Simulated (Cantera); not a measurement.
Input (Python, Cantera) and output of one run.

```python
import numpy as np
import cantera as ct

gas_names = [...]  # 114 gases of nasa_gas.yaml made of C, Fe, H, O
cond_names = """
    C(gr) C6H6(L) C7H8(L) C8H18(L),n-octa Fe(a) Fe(c) Fe(d) Fe(L) FeC5O5(L) FeO(s) FeO(L) Fe(OH)2(s)
    Fe(OH)3(s) Fe2O3(s) Fe3O4(s) H2O(s) H2O(L)
""".split()


# ... load() reads the species with a 1 bar reference pressure and builds the phases ...
atoms = {
    'Fe2O3': {'Fe': 2, 'O': 3},
    'CH4': {'C': 1, 'H': 4},
    'H2': {'H': 2},
    'H2O': {'H': 2, 'O': 1},
}
top_T = {'C(gr)': 4500, 'Fe2O3(s)': 1830, 'Fe3O4(s)': 1870}  # K; cautious upper limits of use, not melting points


# ... equilibrate(T, P, feed) seeds the gas with the atoms and calls Mixture.equilibrate('TP', solver="vcs", rtol=1e-11, max_steps=5000) ...
results = []
feed = {'Fe2O3': 1, 'CH4': 0.7, 'H2': 1.9, 'H2O': 1.8}  # mol
P = 17  # Pa
for T in [1873, 1973, 2073, 2173, 2273, 2373, 2473, 2573, 2673]:
    mix = equilibrate(T, P, feed)
    results.append((T, P, feed, dict(zip(mix.species_names, mix.species_moles))))
    x = sorted(zip(gas.X, gas.species_names), reverse=True)
    print(f"T = {T:g} K  P = {P:g} Pa  gas = {mix.phase_moles(0):.4g} mol")
    print("   x: " + "  ".join(f"{s} {v:.3e}" for v, s in x if v > 1e-05))
    print("   condensed (mol): " + ("  ".join(f"{mix.phase(i).name} {mix.phase_moles(i):.4g}"
          for i in range(1, mix.n_phases) if mix.phase_moles(i) > 1e-12) or "none"))
```

It prints:

```
T = 1873 K  P = 17 Pa  gas = 6.972 mol
   x: H2O 4.215e-01  H2 2.950e-01  Fe 1.497e-01  CO 7.449e-02  H 2.689e-02  CO2 2.592e-02  FeO 3.078e-03  OH 2.982e-03  O 2.057e-04  O2 1.288e-04  Fe(OH)2 9.025e-05
   condensed (mol): FeO(L) 0.9342
T = 1973 K  P = 17 Pa  gas = 8.047 mol
   x: H2O 4.460e-01  Fe 2.362e-01  H2 1.614e-01  CO 5.383e-02  H 4.158e-02  CO2 3.316e-02  FeO 1.219e-02  OH 1.090e-02  O2 2.471e-03  O 2.068e-03  Fe(OH)2 1.378e-04
   condensed (mol): none
T = 2073 K  P = 17 Pa  gas = 8.377 mol
   x: H2O 3.983e-01  Fe 2.253e-01  H2 1.588e-01  H 8.037e-02  CO 5.506e-02  CO2 2.850e-02  OH 2.294e-02  FeO 1.335e-02  O2 8.938e-03  O 8.332e-03  Fe(OH)2 5.443e-05
   condensed (mol): none
T = 2173 K  P = 17 Pa  gas = 9.066 mol
   x: H2O 3.119e-01  Fe 2.085e-01  H2 1.577e-01  H 1.470e-01  CO 5.591e-02  OH 3.893e-02  O 2.544e-02  CO2 2.130e-02  O2 2.129e-02  FeO 1.205e-02  Fe(OH)2 1.695e-05
   condensed (mol): none
T = 2273 K  P = 17 Pa  gas = 10.3 mol
   x: H 2.475e-01  H2O 1.982e-01  Fe 1.854e-01  H2 1.476e-01  O 5.941e-02  CO 5.468e-02  OH 5.161e-02  O2 3.342e-02  CO2 1.331e-02  FeO 8.820e-03
   condensed (mol): none
T = 2373 K  P = 17 Pa  gas = 12.09 mol
   x: H 3.679e-01  Fe 1.600e-01  H2 1.180e-01  O 1.090e-01  H2O 9.381e-02  OH 5.196e-02  CO 5.094e-02  O2 3.597e-02  CO2 6.948e-03  FeO 5.370e-03
   condensed (mol): none
T = 2473 K  P = 17 Pa  gas = 14.03 mol
   x: H 4.723e-01  O 1.607e-01  Fe 1.397e-01  H2 7.627e-02  CO 4.675e-02  OH 3.927e-02  H2O 3.157e-02  O2 2.737e-02  CO2 3.161e-03  FeO 2.867e-03
   condensed (mol): none
T = 2573 K  P = 17 Pa  gas = 15.45 mol
   x: H 5.371e-01  O 1.989e-01  Fe 1.280e-01  CO 4.396e-02  H2 4.156e-02  OH 2.368e-02  O2 1.592e-02  H2O 8.151e-03  FeO 1.442e-03  CO2 1.347e-03
   condensed (mol): none
T = 2673 K  P = 17 Pa  gas = 16.24 mol
   x: H 5.696e-01  O 2.206e-01  Fe 1.224e-01  CO 4.253e-02  H2 2.099e-02  OH 1.270e-02  O2 7.989e-03  H2O 1.878e-03  FeO 7.204e-04  CO2 5.714e-04
   condensed (mol): none
```

Cantera equilibrium calculation (NASA polynomials, part measured and part estimated; ideal gas, pure solids and liquids). The tables' stoichiometric FeO is somewhat more stable than real wüstite, so its field is too wide. FeO: taken at fixed stoichiometry.
